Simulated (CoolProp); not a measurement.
The numbers come from the reference Helmholtz-energy equation of state, Thol 2016 in CoolProp.

Question: Give the vapour pressure (MPa), liquid density (kg/m³), vapour density (kg/m³) of saturated hexamethyldisiloxane (MM) at 351.3, 372.4, 406.2 K.

Answer: 
| T (K) | p (MPa) | liquid density (kg/m³) | vapour density (kg/m³) |
|---|---|---|---|
| 351.3 | 0.0503 | 701 | 2.91 |
| 372.4 | 0.0977 | 676 | 5.46 |
| 406.2 | 0.238 | 633 | 13.0 |
